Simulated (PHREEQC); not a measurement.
# Copper plating or etch bath

Dissolve 0.038 mol/kgw CuCl2 and 0.0063 mol/kgw H3BO3 at 20 °C. Closed to the air; pH follows from the charge balance.

The numbers come from PHREEQC with the ion-association model, wateq4f.dat.

No solid was allowed to form.

Question: Estimate the pH.

Answer: pH 4.51.

Question: In which forms is Cl present?

Answer: Cl- 97 %, CuCl+ 2.8 % of the Cl.

Examples of supersaturated solids here: Atacamite. Others may be too. Species that the database lacks are ignored.
